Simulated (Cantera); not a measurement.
## Hydrogen reduction and annealing atmospheres: PbS + H₂ + N₂

Charge: 1 mol PbS, 0.57 mol H₂, a varied amount of N₂, held at 1298.15 K and 0.750 bar.

Method: chemical equilibrium by Gibbs-energy minimisation in Cantera with the NASA 1993 tables (ideal gas, pure condensed phases). Candidate condensed phases: Pb, PbS, S; 18 gas species. Mutual solubility and eutectic melting of coexisting phases are not modelled. Gases not in the tables: S₃ to S₇. The numbers say what is thermodynamically allowed, not how fast it happens.

From 2.3 mol N₂ to 13 mol N₂ the condensed part is Pb(l) + PbS(s). From 23 mol N₂ to 72 mol N₂ nothing is condensed. The main Pb-bearing gas is PbS throughout.

| n(N₂) (mol) | x N₂ | x H₂ | x PbS | x H₂S | x Pb | n Pb(l) | n PbS(s) |
|---|---|---|---|---|---|---|---|
| 2.3 | 0.762 | 0.168 | 0.0459 | 0.0211 | 0.00342 | 0.0546 | 0.796 |
| 4.1 | 0.834 | 0.103 | 0.0459 | 0.0130 | 0.00342 | 0.0487 | 0.709 |
| 7.2 | 0.881 | 0.0619 | 0.0459 | 0.00780 | 0.00342 | 0.0387 | 0.558 |
| 13 | 0.911 | 0.0355 | 0.0459 | 0.00447 | 0.00342 | 0.0200 | 0.276 |
| 23 | 0.936 | 0.0206 | 0.0378 | 0.00254 | 0.00288 | 0 | 0 |
| 40 | 0.962 | 0.0123 | 0.0223 | 0.00145 | 0.00176 | 0 | 0 |
| 72 | 0.979 | 0.00696 | 0.0125 | 0.000779 | 0.00105 | 0 | 0 |
x: gas mole fraction; n: condensed amount in mol.
